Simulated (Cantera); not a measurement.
Charge: 1 mol HgO, 3.9 mol H2, 79 mol N2, held at 100000 Pa.

These are equilibrium values from Cantera (NASA tables, ideal gas, pure condensed phases), not measurements of a reactor. Candidate condensed phases: H2O, Hg, HgO; 25 gas species. Rates play no part. All values below are at 625 °C.

Base state: N2 0.942, H2 0.0346, H2O 0.0119, Hg 0.0119 (mole fractions); condensed: gas only.

Q: What changes in the equilibrium state with this change: H2 from 3.9 to 0.073 mol?

A: 
| species | before | after |
|---|---|---|
| N2 | 0.942 | 0.981 |
| Hg | 0.0119 | 0.0124 |
| O2 | <1e-9 | 0.00575 |
| H2 | 0.0346 | <1e-9 |
| H2O | 0.0119 | 0.000906 |

Q: What changes in the equilibrium state with this change: HgO replaced by Hg?

A: 
```csv
species,before,after
N2,0.942,0.942
H2,0.0346,0.0465
Hg,0.0119,0.0119
H2O,0.0119,0
NH3,7.67e-6,1.20e-5
```
